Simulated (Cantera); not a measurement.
A freely propagating, adiabatic, planar premixed flame of CH4 : CO : O2 : N2 = 1 : 0.81 : 1.6 : 6.03 (molar parts), equivalence ratio 1.5, unburnt at 325 K and 4.93 atm; multicomponent transport, grid criteria slope 0.08 and curve 0.16, no radiation.

Computed with Cantera and GRI-Mech 3.0 (53 species, 325 reactions). Burning velocities carry a grid error of a few per cent, more on coarse grids.

Question: Predict: laminar burning velocity; thermal thickness; peak x(HCN); peak x(H2).

Answer: 
| Quantity | Value |
|---|---|
| laminar burning velocity | 9.30 cm/s |
| thermal thickness | 0.335 mm |
| peak x(HCN) | 1.34e-5 |
| peak x(H2) | 0.0526 |
